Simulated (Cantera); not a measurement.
Feed: 1 mol NaOH, 0.15 mol H₂O, 0.62 mol CO₂, equilibrated at 0.00960 bar.

Cantera equilibrium calculation (NASA polynomials, part measured and part estimated; ideal gas, pure solids and liquids). Candidate condensed phases: C, C₆H₆, C₇H₈, C₈H₁₈, H₂O, Na, NaOH, NaO₂, Na₂CO₃, Na₂O, Na₂O₂; 117 gas species. Rates play no part.

log p: log10 of the partial pressure in bar; n: condensed amount in mol.

| T (°C) | log p H₂O | log p CO₂ | log p NaOH | log p Na | log p O₂ | log p Na₂(OH)₂ | log p OH | n Na₂CO₃(s) | n Na₂CO₃(l) |
|---|---|---|---|---|---|---|---|---|---|
| 850 | -2.09 | -2.82 | -4.70 | -6.88 | -7.14 | -7.68 | (withheld) | 0.499 | 0 |
| 875 | -2.09 | -2.82 | -4.44 | -6.50 | -6.88 | -7.37 | (withheld) | 0 | 0.499 |
| 900 | -2.10 | -2.82 | -4.19 | -6.15 | -6.61 | -7.09 | (withheld) | 0 | 0.497 |
| 925 | -2.10 | -2.81 | -3.95 | -5.81 | -6.33 | -6.82 | (withheld) | 0 | 0.495 |
| 950 | -2.11 | -2.81 | -3.73 | -5.50 | -6.05 | -6.56 | (withheld) | 0 | 0.492 |
| 975 | -2.11 | -2.80 | -3.52 | -5.20 | -5.77 | -6.33 | (withheld) | 0 | 0.487 |
| 1000 | -2.13 | -2.78 | -3.33 | -4.92 | -5.50 | -6.12 | (withheld) | 0 | 0.480 |
| 1025 | -2.15 | -2.76 | -3.15 | -4.65 | -5.24 | -5.93 | (withheld) | 0 | 0.468 |
| 1050 | -2.18 | -2.73 | -2.98 | -4.40 | -4.99 | -5.77 | (withheld) | 0 | 0.451 |
| 1075 | -2.22 | -2.70 | -2.84 | -4.16 | -4.76 | -5.63 | (withheld) | 0 | 0.426 |

### Question
Some entries are withheld; supply them.

### Answer

- 850, log p OH: -8.17
- 875, log p OH: -7.94
- 900, log p OH: -7.72
- 925, log p OH: -7.50
- 950, log p OH: -7.29
- 975, log p OH: -7.08
- 1000, log p OH: -6.89
- 1025, log p OH: -6.70
- 1050, log p OH: -6.53
- 1075, log p OH: -6.38
